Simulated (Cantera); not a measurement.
A closed system holds: 1 mol Si3N4, 0.66 mol N2, equilibrated at 1852 °C and 1.33 mbar.

Cantera equilibrium calculation (NASA polynomials, part measured and part estimated; ideal gas, pure solids and liquids). Candidate condensed phases: Si, Si3N4; 7 gas species. The tables' values for SiN are old estimates; treat these amounts as uncertain. Equilibrium is a limit: real reactors are often held back by kinetics, nucleation or transport.

Base state: N2 0.866, Si 0.130, Si2 0.00179, Si2N 0.00102, SiN 0.000870, Si3 0.000362 (mole fractions); condensed: Si(l).

### Question
What changes in the equilibrium state with this change: 0.77 mol CH4 added?

### Answer
| species | before | after |
|---|---|---|
| N2 | 0.866 | 0.527 |
| H2 | 0 | 0.278 |
| Si | 0.130 | 0.130 |
| H | 0 | 0.0525 |
| Si2C | 0 | 0.00585 |
| SiH | 0 | 0.00129 |
| HCN | 0 | 0.000760 |
| SiC2 | 0 | 6.68e-5 |
| SiH2 | 0 | 5.77e-5 |
| Si(l), mol | 2.58 | 1.51 |
| SiC(s), mol | 0 | 0.736 |
Mutual solubility and eutectic melting of coexisting phases are not modelled. Gases not in the tables: Si2H6 and higher silanes. Further candidate phases: C, C6H6, C7H8, C8H18, SiC.
